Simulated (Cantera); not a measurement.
What does this Cantera script print?

```python
import numpy as np
import cantera as ct

gas = ct.Solution("gri30.yaml")
gas.TPX = 1373, 100000, {'C3H8': 1, 'O2': 3.85, 'N2': 14.5}
reactor = ct.IdealGasConstPressureReactor(gas, energy="on", clone=False)
net = ct.ReactorNet([reactor])
net.rtol, net.atol = 1e-08, 1e-16
show = ['C3H8', 'O2', 'HCN', 'CO', 'NO']
times = np.geomspace(3e-06, 0.5, 15)

steps = ct.SolutionArray(gas, extra=["t"])
rows = []
print(f"{'t/s':>10s}{'T/K':>9s}{'P/Pa':>11s}" + "".join(f"{s:>11s}" for s in show))
for t in times:
    while net.time < t:
        t_next = net.step()
        steps.append(gas.state, t=t_next)
    rows.append([np.interp(t, steps.t, y) for y in (steps.T, steps.P, *steps(*show).X.T)])
    print(f"{t:10.3e}{rows[-1][0]:9.1f}{rows[-1][1]:11.4g}" + "".join(f"{x:11.3e}" for x in rows[-1][2:]))
rate = np.gradient(steps.T, steps.t)
print("integrator steps:", len(steps.t))
if steps.T.max() > steps.T[0] + 200:
    print(f"time of steepest temperature rise: {steps.t[rate.argmax()]:.4e} s")
gas.TPX = 1373, 100000, {'C3H8': 1, 'O2': 3.85, 'N2': 14.5}
gas.equilibrate("HP")
print(f"equilibrium (HP): T = {gas.T:.1f} K  " + "  ".join(f"{s} {gas[s].X[0]:.3e}" for s in show))
```

Output:

```
       t/s      T/K       P/Pa       C3H8         O2        HCN         CO         NO
 3.000e-06   1372.6      1e+05  5.162e-02  1.989e-01  1.915e-17  6.017e-09  3.611e-16
 7.081e-06   1372.0      1e+05  5.151e-02  1.989e-01  4.099e-16  8.563e-08  2.074e-15
 1.671e-05   1370.8      1e+05  5.115e-02  1.987e-01  1.172e-14  1.655e-06  1.788e-14
 3.945e-05   1369.4      1e+05  4.991e-02  1.980e-01  1.992e-13  2.664e-05  1.948e-13
 9.313e-05   1369.7      1e+05  4.665e-02  1.963e-01  1.082e-12  2.165e-04  9.507e-13
 2.198e-04   1380.1      1e+05  3.655e-02  1.893e-01  7.955e-12  1.918e-03  6.407e-12
 5.189e-04   2624.8      1e+05  7.790e-42  7.874e-03  4.468e-10  8.778e-02  3.769e-04
 1.225e-03   2740.6      1e+05  1.009e-40  4.976e-03  3.304e-09  8.603e-02  1.787e-03
 2.891e-03   2737.6      1e+05  1.256e-40  4.579e-03  5.753e-09  8.637e-02  3.616e-03
 6.824e-03   2735.1      1e+05  1.336e-40  4.435e-03  6.799e-09  8.654e-02  4.418e-03
 1.611e-02   2734.9      1e+05  1.341e-40  4.427e-03  6.856e-09  8.655e-02  4.461e-03
 3.802e-02   2734.9      1e+05  1.341e-40  4.427e-03  6.856e-09  8.655e-02  4.461e-03
 8.974e-02   2734.9      1e+05  1.341e-40  4.427e-03  6.856e-09  8.655e-02  4.461e-03
 2.118e-01   2734.9      1e+05  1.341e-40  4.427e-03  6.856e-09  8.655e-02  4.461e-03
 5.000e-01   2734.9      1e+05  1.341e-40  4.427e-03  6.856e-09  8.655e-02  4.461e-03
integrator steps: 1823
time of steepest temperature rise: 3.4542e-04 s
equilibrium (HP): T = 2734.9 K  C3H8 2.157e-40  O2 4.427e-03  HCN 6.856e-09  CO 8.655e-02  NO 4.461e-03
```

Cantera simulation using GRI-Mech 3.0 (53 species, 325 reactions); the numbers are that mechanism's predictions, not measurements. GRI-Mech 3.0 was tuned for natural gas; its chemistry of propane as a main component is partial and can be far from experiment.
